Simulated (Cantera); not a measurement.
## Carbothermic reduction: Cu2O + CO + H2

Charge: 1 mol Cu2O, a varied amount of CO, 0.51 mol H2, at 2423 K and 1400 Pa.

Equilibrium computed with Cantera from the NASA thermochemical tables; the gas is ideal and each condensed phase is pure. Candidate condensed phases: C, C6H6, C7H8, C8H18, Cu, CuO, Cu(OH)2, Cu2O, H2O; 113 gas species. Equilibrium is a limit: real reactors are often held back by kinetics, nucleation or transport.

From 1.4 mol CO to 20 mol CO nothing is condensed. The main Cu-bearing gas is Cu throughout.

| n(CO) (mol) | x CO | x Cu | x CO2 | x H2O | x H2 | x H | x OH | x O2 |
|---|---|---|---|---|---|---|---|---|
| 1.4 | 0.226 | 0.490 | 0.118 | 0.0806 | 0.0256 | 0.0240 | 0.0143 | 0.0115 |
| 2 | 0.310 | 0.429 | 0.120 | 0.0641 | 0.0276 | 0.0249 | 0.0109 | 0.00632 |
| 3 | 0.418 | 0.354 | 0.113 | 0.0456 | 0.0283 | 0.0252 | 0.00769 | 0.00305 |
| 4.3 | 0.518 | 0.288 | 0.101 | 0.0314 | 0.0270 | 0.0246 | 0.00541 | 0.00158 |
| 6.3 | 0.619 | 0.223 | 0.0846 | 0.0196 | 0.0240 | 0.0232 | 0.00358 | 0.000781 |
| 9.2 | 0.707 | 0.168 | 0.0681 | 0.0114 | 0.0198 | 0.0211 | 0.00230 | 0.000388 |
| 13 | 0.774 | 0.127 | 0.0541 | 0.00658 | 0.0158 | 0.0188 | 0.00149 | 0.000204 |
| 20 | 0.841 | 0.0880 | 0.0391 | 0.00308 | 0.0111 | 0.0158 | 0.000829 | 9.05e-5 |
x: gas mole fraction; nothing condenses.
